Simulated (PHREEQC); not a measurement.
Dissolve 0.0056 mol K2CO3 and 8.8e-06 mol CO2 per kg of water at 55 °C and 300 atm. Closed to the air; pH follows from the charge balance.

Computed with PHREEQC (ion-association model, phreeqc.dat).

No solid was allowed to form.

Task: Predict the pH.

Result: pH 10.21.

Task: In which forms is C present?

Result: CO3-2 69 %, HCO3- 31 % of the C.

Complexes and solids missing from the database can't appear. Under pressure, the constants of complexes without a molar volume in the database are unreliable. Constants without temperature data keep their 25 °C values here.
